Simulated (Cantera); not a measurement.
Input: 1 mol Si2Cl6, 2.1 mol N2, 44 mol H2, at 16000 Pa.

Method: chemical equilibrium by Gibbs-energy minimisation in Cantera with the NASA 1993 tables (ideal gas, pure condensed phases). Candidate condensed phases: NH4Cl, Si, Si3N4; 28 gas species. The feed counts by its element totals alone. The tables' values for SiCl3, SiCl are old estimates; treat these amounts as uncertain. Gases not in the tables: Si2H6 and higher silanes. The numbers say what is thermodynamically allowed, not how fast it happens. All values below are at 1923 K.

Base state: H2 0.853, HCl 0.0808, N2 0.0427, SiCl2 0.0201, H 0.00218, SiCl3 0.000214, SiCl 0.000162, Cl 0.000155 (mole fractions); condensed: Si(l).

Problem. What changes in the equilibrium state with this change: Si2Cl6 replaced by SiCl4?

Solution. 
```json
[
 {"species": "H2", "before": "0.853", "after": "0.882"},
 {"species": "HCl", "before": "0.0808", "after": "0.0606"},
 {"species": "N2", "before": "0.0427", "after": "0.0436"},
 {"species": "SiCl2", "before": "0.0201", "after": "0.0110"},
 {"species": "SiCl3", "before": "0.000214", "after": "8.62e-5"},
 {"species": "SiHCl3", "before": "1.04e-5", "after": "4.27e-6"},
 {"species": "Si(l), mol", "before": "0.982", "after": "0.452"}
]
```
The tables' values for SiCl, SiCl3 are old estimates; treat these amounts as uncertain.
